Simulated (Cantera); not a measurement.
What does this Cantera script print?

```python
import numpy as np
import cantera as ct

gas_names = [...]  # 109 gases of nasa_gas.yaml made of C, Cl, H, Si
cond_names = """
    C(gr) C6H6(L) C7H8(L) C8H18(L),n-octa Si(cr) Si(L) SiC(b)
""".split()


# ... load() reads the species with a 1 bar reference pressure and builds the phases ...
atoms = {
    '(CH3)2SiCl2': {'C': 2, 'H': 6, 'Si': 1, 'CL': 2},
    'H2': {'H': 2},
}
top_T = {'C(gr)': 4500, 'SiC(b)': 3050}  # K; cautious upper limits of use, not melting points


# ... equilibrate(T, P, feed) seeds the gas with the atoms and calls Mixture.equilibrate('TP', solver="gibbs", rtol=1e-10, max_steps=50000) ...
results = []
T = 2673  # K
P = 1000  # Pa
for m in [2.3, 4.1, 7.2, 13, 23, 41, 74, 130, 240, 420]:
    feed = {'(CH3)2SiCl2': 1, 'H2': m}  # mol
    mix = equilibrate(T, P, feed)
    results.append((T, P, feed, dict(zip(mix.species_names, mix.species_moles))))
    x = sorted(zip(gas.X, gas.species_names), reverse=True)
    print(f"T = {T:g} K  P = {P:g} Pa  n(H2) = {m:g} mol  gas = {mix.phase_moles(0):.4g} mol")
    print("   x: " + "  ".join(f"{s} {v:.3e}" for v, s in x if v > 1e-05))
    print("   condensed (mol): " + ("  ".join(f"{mix.phase(i).name} {mix.phase_moles(i):.4g}"
          for i in range(1, mix.n_phases) if mix.phase_moles(i) > 1e-12) or "none"))
```

It prints:

```
T = 2673 K  P = 1000 Pa  n(H2) = 2.3 mol  gas = 8.984 mol
   x: H2 3.607e-01  H 3.078e-01  HCL 1.335e-01  CL 7.938e-02  Si 7.038e-02  SiC2 2.901e-02  C2H2,acetylene 7.709e-03  SiCL 4.066e-03  SiCL2 2.820e-03  Si2C 1.923e-03  SiH 8.730e-04  C2H 6.649e-04  C3 6.127e-04  C 1.537e-04  Si2 1.054e-04  SiC 7.315e-05  C4H2 6.840e-05  C2 5.836e-05  C2HCL 4.250e-05  SiH2 2.920e-05  C2H2,vinylidene 1.037e-05
   condensed (mol): C(gr) 1.288
T = 2673 K  P = 1000 Pa  n(H2) = 4.1 mol  gas = 11.24 mol
   x: H2 4.039e-01  H 3.258e-01  HCL 1.104e-01  CL 6.203e-02  Si 5.762e-02  SiC2 2.375e-02  C2H2,acetylene 8.633e-03  SiCL 2.601e-03  SiCL2 1.410e-03  Si2C 1.289e-03  SiH 7.563e-04  C2H 7.036e-04  C3 6.127e-04  C 1.537e-04  C4H2 7.661e-05  Si2 7.065e-05  SiC 5.988e-05  C2 5.836e-05  C2HCL 3.515e-05  SiH2 2.677e-05  C2H2,vinylidene 1.161e-05
   condensed (mol): C(gr) 1.212
T = 2673 K  P = 1000 Pa  n(H2) = 7.2 mol  gas = 15.12 mol
   x: H2 4.499e-01  H 3.438e-01  HCL 8.461e-02  CL 4.505e-02  Si 4.382e-02  SiC2 1.806e-02  C2H2,acetylene 9.615e-03  SiCL 1.437e-03  Si2C 7.453e-04  C2H 7.426e-04  C3 6.127e-04  SiH 6.070e-04  SiCL2 5.656e-04  C 1.537e-04  C4H2 8.532e-05  C2 5.836e-05  SiC 4.554e-05  Si2 4.085e-05  C2HCL 2.694e-05  SiH2 2.267e-05  C2H2,vinylidene 1.294e-05
   condensed (mol): C(gr) 1.09
T = 2673 K  P = 1000 Pa  n(H2) = 13 mol  gas = 22.37 mol
   x: H2 4.945e-01  H 3.604e-01  HCL 5.863e-02  Si 3.020e-02  CL 2.978e-02  SiC2 1.245e-02  C2H2,acetylene 1.057e-02  C2H 7.785e-04  SiCL 6.545e-04  C3 6.127e-04  SiH 4.386e-04  Si2C 3.541e-04  SiCL2 1.703e-04  C 1.537e-04  C4H2 9.378e-05  C2 5.836e-05  SiC 3.139e-05  Si2 1.941e-05  C2HCL 1.867e-05  SiH2 1.718e-05  C2H2,vinylidene 1.422e-05
   condensed (mol): C(gr) 0.8689
T = 2673 K  P = 1000 Pa  n(H2) = 23 mol  gas = 34.85 mol
   x: H2 5.287e-01  H 3.727e-01  HCL 3.824e-02  Si 1.965e-02  CL 1.878e-02  C2H2,acetylene 1.130e-02  SiC2 8.096e-03  C2H 8.050e-04  C3 6.127e-04  SiH 2.950e-04  SiCL 2.685e-04  C 1.537e-04  Si2C 1.498e-04  C4H2 1.003e-04  C2 5.836e-05  SiCL2 4.408e-05  SiC 2.042e-05  C2H2,vinylidene 1.520e-05  C2HCL 1.218e-05  SiH2 1.194e-05
   condensed (mol): C(gr) 0.4952
T = 2673 K  P = 1000 Pa  n(H2) = 41 mol  gas = 57.3 mol
   x: H2 5.539e-01  H 3.815e-01  HCL 2.350e-02  Si 1.235e-02  CL 1.128e-02  C2H2,acetylene 1.085e-02  SiC2 4.662e-03  C2H 7.550e-04  C3 5.374e-04  SiH 1.898e-04  C 1.471e-04  SiCL 1.013e-04  C4H2 8.819e-05  Si2C 5.664e-05  C2 5.347e-05  C2H2,vinylidene 1.459e-05  SiC 1.228e-05
   condensed (mol): none
T = 2673 K  P = 1000 Pa  n(H2) = 74 mol  gas = 98.49 mol
   x: H2 5.734e-01  H 3.881e-01  HCL 1.377e-02  Si 8.014e-03  C2H2,acetylene 7.133e-03  CL 6.494e-03  SiC2 1.922e-03  C2H 4.879e-04  C3 2.721e-04  SiH 1.253e-04  C 1.173e-04  SiCL 3.787e-05  C4H2 3.684e-05  C2 3.397e-05  Si2C 1.902e-05
   condensed (mol): none
T = 2673 K  P = 1000 Pa  n(H2) = 130 mol  gas = 168.4 mol
   x: H2 5.850e-01  H 3.920e-01  HCL 8.086e-03  Si 5.065e-03  C2H2,acetylene 4.552e-03  CL 3.776e-03  SiC2 7.599e-04  C2H 3.083e-04  C3 1.346e-04  C 9.274e-05  SiH 8.000e-05  C2 2.125e-05  C4H2 1.471e-05  SiCL 1.392e-05
   condensed (mol): none
T = 2673 K  P = 1000 Pa  n(H2) = 240 mol  gas = 305.7 mol
   x: H2 5.926e-01  H 3.946e-01  HCL 4.466e-03  Si 2.956e-03  C2H2,acetylene 2.676e-03  CL 2.072e-03  SiC2 2.574e-04  C2H 1.801e-04  C 7.065e-05  C3 5.951e-05  SiH 4.699e-05  C2 1.233e-05
   condensed (mol): none
T = 2673 K  P = 1000 Pa  n(H2) = 420 mol  gas = 530.4 mol
   x: H2 5.966e-01  H 3.959e-01  HCL 2.578e-03  Si 1.762e-03  C2H2,acetylene 1.601e-03  CL 1.192e-03  C2H 1.074e-04  SiC2 9.116e-05  C 5.446e-05  SiH 2.810e-05  C3 2.726e-05
   condensed (mol): none
```

Cantera equilibrium calculation (NASA polynomials, part measured and part estimated; ideal gas, pure solids and liquids). The feed counts by its element totals alone. The tables' values for SiCl are old estimates; treat these amounts as uncertain. Gases not in the tables: Si2H6 and higher silanes.
